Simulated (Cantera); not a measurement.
A freely propagating, adiabatic, planar premixed flame of CH4 : O2 : N2 = 1 : 1.67 : 6.27 (molar parts), equivalence ratio 1.2, unburnt at 475 K and 1.01 bar; mixture-averaged transport, grid criteria slope 0.08 and curve 0.16, no radiation.

Model: GRI-Mech 3.0 (53 species, 325 reactions), integrated in Cantera. Burning velocities carry a grid error of a few per cent, more on coarse grids.

Predict: laminar burning velocity; thermal thickness; peak x(CH2); peak x(C2H2); peak x(CH2O).


```json
{
 "laminar_burning_velocity": "76.4 cm/s",
 "thermal_thickness": "0.375 mm",
 "peak x(CH2)": "8.01e-5",
 "peak x(C2H2)": "0.000495",
 "peak x(CH2O)": "0.00113"
}
```
